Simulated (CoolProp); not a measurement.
Vapour-liquid equilibrium of R143a (1) + n-butane (2) at 276.5 K; x and y are mole fractions of (1).

Computed with CoolProp (multi-fluid Helmholtz-energy mixture model, Lemmon and Jacobsen 2000 and Bücker 2006; pair parameters Bell 2016).

```
x     bubble pressure, mixture model (MPa)  bubble pressure, Raoult's law (MPa)  y, mixture model  y, Raoult's law
----  ------------------------------------  -----------------------------------  ----------------  ---------------
0.05                            (withheld)                               0.1455             0.473            0.236
0.15                                0.3597                               0.2025             0.688            0.509
0.25                                0.4420                               0.2594             0.756            0.662
0.35                                0.4931                               0.3164             0.790            0.760
0.45                                0.5288                               0.3734             0.814            0.828
0.55                                0.5582                               0.4304        (withheld)            0.878
0.65                                0.5861                               0.4874             0.856            0.916
0.75                            (withheld)                               0.5444             0.883            0.946
0.85                                0.6444                               0.6014             0.918            0.971
0.95                                0.6736                               0.6584        (withheld)            0.991
```

**Question.** Complete the blanks.

**Answer.** 
- 0.05, bubble pressure, mixture model (MPa): 0.2202
- 0.55, y, mixture model: 0.834
- 0.75, bubble pressure, mixture model (MPa): 0.6147
- 0.95, y, mixture model: 0.968

The largest gap from Raoult's law is +77.6 % in bubble pressure, at x = 0.15. No azeotrope shows between x = 0.05 and 0.95.

The pair parameters rest on a limited set of measurements; away from them the model extrapolates. With so large a gap from Raoult's law the liquid may split in two, which this calculation doesn't test in full.
